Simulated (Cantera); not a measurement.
Gas mixture: C2H2 : N2 = 0.52 : 0.82 (molar parts), at 100.0 Torr, frozen composition.

Cantera's kinetic-theory transport with the Lennard-Jones parameters of GRI-Mech 3.0, ideal gas; thermal conductivity in the mixture-averaged form. The composition is frozen, though it would react at the higher temperatures.

D: mixture-averaged diffusion coefficient of that species in the mixture.

| T (K) | ρ (kg/m³) | cp (J/kg/K) | μ (µPa s) | λ (mW/m/K) | Pr | D (cm²/s) H2O | D (cm²/s) C2H2 | D (cm²/s) H2 |
|---|---|---|---|---|---|---|---|---|
| 400 | 0.109 | 1374 | 18.4 | 33.9 | 0.745 | 2.69 | 2.13 | … |
| 550 | 0.0794 | 1475 | 23.3 | 45.7 | 0.753 | 4.91 | 3.73 | … |
| 700 | 0.0624 | 1557 | 27.7 | 57.0 | 0.756 | 7.65 | 5.65 | … |
| 850 | 0.0514 | 1634 | 31.6 | 68.0 | 0.760 | 10.8 | 7.85 | … |
| 1000 | 0.0437 | 1703 | 35.3 | 78.6 | 0.765 | 14.4 | 10.3 | … |
| 1150 | 0.0380 | 1760 | 38.8 | 88.9 | 0.767 | 18.4 | 13.1 | … |
| 1300 | 0.0336 | 1810 | 42.0 | 98.9 | 0.769 | 22.8 | 16.0 | … |
| 1450 | 0.0301 | 1852 | 45.2 | 109 | 0.770 | 27.5 | 19.2 | … |
| 1600 | 0.0273 | 1888 | 48.2 | 118 | 0.771 | 32.5 | 22.7 | … |

Some entries are withheld; supply them.


- 400, D (cm²/s) H2: 8.82
- 550, D (cm²/s) H2: 15.1
- 700, D (cm²/s) H2: 22.6
- 850, D (cm²/s) H2: 31.3
- 1000, D (cm²/s) H2: 40.9
- 1150, D (cm²/s) H2: 51.6
- 1300, D (cm²/s) H2: 63.3
- 1450, D (cm²/s) H2: 75.8
- 1600, D (cm²/s) H2: 89.3
